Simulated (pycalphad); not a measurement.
CALPHAD calculation (pycalphad, COST 507 light-alloy database (1999)), 1 atm. The data set is of 1999 and partly superseded. Phase fractions are per mole of atoms. Diffusion is slow at the low end, where real alloys seldom reach equilibrium.

Task: Give the equilibrium state of Mg-1.872Si-3.476Al (wt.%) at 102 °C.

Result: 
```
T = 375.00 K, P = 101325 Pa, N = 1 mol of atoms
G = -13573 J/mol, H = 858 J/mol, S = 38.48 J/(mol K)  (SER reference)
chemical potentials (J/mol): Mg -12511, Si -69346, Al -16807
phase             fraction      x(Mg)      x(Si)      x(Al)
HCP_A3              0.8959     0.9903   3.47e-14     0.0097
ALMG_GAMMA          0.0552     0.5860       none     0.4140
MG2SI               0.0489     0.6667     0.3333       none
```

Task: Give the equilibrium state of Mg-1.872Si-3.476Al (wt.%) at 402 °C.

Result: 
```
T = 675.00 K, P = 101325 Pa, N = 1 mol of atoms
G = -27856 J/mol, H = 9335 J/mol, S = 55.10 J/(mol K)  (SER reference)
chemical potentials (J/mol): Mg -26795, Si -75042, Al -35521
phase             fraction      x(Mg)      x(Si)      x(Al)
HCP_A3              0.9511     0.9669   1.88e-07     0.0331
MG2SI               0.0489     0.6667     0.3333       none
```

Database names, with the compositions (at.%) that they take in these runs: MG2SI: Mg 67 Si 33; ALMG_GAMMA: Mg 59 Al 41. HCP_A3 is hcp. An entry "none" or "no" means that the model of the phase leaves that element out.
